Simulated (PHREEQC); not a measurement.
Consider water at 77 °C with 0.57 mol/kgw H2SO4, 0.0076 mol/kgw K2SO4 and 8.9e-05 mol/kgw H3BO3. Closed to the air; pH follows from the charge balance.

Equilibrium calculation in PHREEQC: Pitzer model, pitzer.dat.

```csv
quantity,before,after
pH,0.30,0.24
ionic strength (mol/kgw),0.660,0.812
HSO4- (mol/kgw),0.536,0.460
SO4-2 (mol/kgw),0.0415,0.117
SI of Arcanite (K2SO4),-5.36,-4.45
```

Which change was made?
(A) diluted 10-fold with water
(B) H3BO3 from 8.9e-05 to 4.45e-05 mol/kgw
(C) temperature from 77 to 65 °C
(D) K2SO4 from 0.0076 to 0.0038 mol/kgw
(E) temperature from 77 to 30 °C

E, temperature from 77 to 30 °C

This is a speciation only: nothing precipitates in the calculation. At this temperature some constants are extrapolated from 25 °C, and those without enthalpy data are left unchanged.
